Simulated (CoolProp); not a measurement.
Properties of hexamethyldisiloxane (MM) along the isotherm 368.6 K.

Model: reference Helmholtz-energy equation of state, Thol 2016, in CoolProp.

```csv
p (MPa),phase,density (kg/m³),Joule-Thomson coefficient (K/MPa),isothermal compressibility (1/MPa),expansivity (1/kK),fugacity coefficient
0.0305,gas,1.648,26.64,33.44,2.914,0.9812
0.0515,gas,2.821,27.37,20.10,3.068,0.9682
0.147,liquid,681.1,-0.2441,0.004444,1.766,0.5644
0.248,liquid,681.4,-0.2455,0.004420,1.761,0.3372
0.418,liquid,682.0,-0.2477,0.004381,1.751,0.2027
0.705,liquid,682.8,-0.2515,0.004317,1.736,0.1229
1.19,liquid,684.2,-0.2576,0.004214,1.712,0.07559
2.01,liquid,686.5,-0.2673,0.004053,1.673,0.04768
3.39,liquid,690.3,-0.2818,0.003810,1.614,0.03144
5.72,liquid,696.1,-0.3025,0.003468,1.528,0.02226
9.66,liquid,705.1,-0.3298,0.003025,1.413,0.01776
```
